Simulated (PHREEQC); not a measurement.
0.13 g of hydrous ferric oxide (600 m²/g; 0.2 weak and 0.005 strong sites per Fe, Dzombak-Morel constants, diffuse double layer) in 1 kg of water with 0.001 mol/kgw of an inert sodium salt and 8.3e-06 mol/kgw CuCl2 and 3.9e-07 mol/kgw SrCl2, at 25 °C; the pH is set by adding NaOH or the inert anion's acid. Oxygen alone is held at its pressure in air (log pO2 = -0.68). No CO2 enters from the air. Nothing may precipitate in this run.

Base run: PHREEQC, ion-association model, wateq4f.dat. Each further column changes one thing. The table gives Cu sorbed (%).

```
pH    base  no electrostatic term (-no_edl)  background salt from 0.001 to 0.0001 mol/kgw  oxide from 0.13 to 0.65 g/kgw  0.00057 mol/kgw ZnSO4 added
----  ----  -------------------------------  --------------------------------------------  -----------------------------  ---------------------------
4      1.0                              2.8                                           0.8                            5.1                          2.2
4.5    6.9                             20.3                                           5.3                           27.5                         14.7
5.5   71.6                             93.0                                          69.2                           95.5                         74.1
6     94.5                             99.2                                          94.2                           99.4                         94.1
7     99.8                            100.0                                          99.8                          100.0                         97.8
7.5   99.9                            100.0                                          99.9                          100.0                         89.8
8.5   99.9                             99.7                                          99.9                          100.0                         17.3
9     99.8                             98.5                                          99.9                          100.0                          9.0
10    99.8                             60.3                                          99.8                          100.0                          7.5
10.5  99.8                             18.8                                          99.8                          100.0                          7.8
11.5  99.4                              0.3                                          99.5                           99.9                         12.7
12    97.9                              0.0                                          98.0                           99.8                         21.2
```

The database's constant for dissolved Cu(OH)2 is higher than later reviews accept. In at least one series the solution becomes supersaturated in solids that the run did not let form, among them Zn(OH)2-a, Zn4(OH)6SO4, Zn5(OH)8Cl2.
